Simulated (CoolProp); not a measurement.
Vapour-liquid equilibrium of propylene (1) + R142b (2) at 323 K; x and y are mole fractions of (1).

Values from CoolProp's multi-fluid Helmholtz-energy mixture model, Lemmon 2013 and Lemmon 2006; pair parameters Bell 2016.

```
x     bubble pressure (MPa)  y at the bubble point  dew pressure at overall composition x (MPa)  liquid density (mol/L)
----  ---------------------  ---------------------  -------------------------------------------  ----------------------
0.05                 0.7506                  0.124                                       0.7068                   10.43
0.2                  0.9668                  0.395                                       0.8013                   10.53
0.35                  1.181                  0.573                                       0.9229                   10.61
0.5                   1.388                  0.700                                        1.084                   10.68
0.65                  1.587                  0.800                                        1.300                   10.74
0.8                   1.783                  0.887                                        1.587                   10.80
0.95                  1.980                  0.971                                        1.930                   10.86
```

No azeotrope shows between x = 0.05 and 0.95.

The pair parameters rest on a limited set of measurements; away from them the model extrapolates.
